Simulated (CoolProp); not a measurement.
Vapour-liquid equilibrium of R134a (1) + R227EA (2) at 136 kPa; x and y are mole fractions of (1).

Model: multi-fluid Helmholtz-energy mixture model, Tillner-Roth 1994 and Lemmon 2016; pair parameters Bell 2016, in CoolProp.

Q: Give the bubble temperature and the first vapour's composition at x = 0.575, 0.725, 0.875. Is there an azeotrope?

A: x = 0.575: 256.5 K, y = 0.665; x = 0.725: 255.3 K, y = 0.786; x = 0.875: 254.4 K, y = 0.902. No azeotrope shows between x = 0.05 and 0.95.

The pair parameters rest on a limited set of measurements; away from them the model extrapolates.
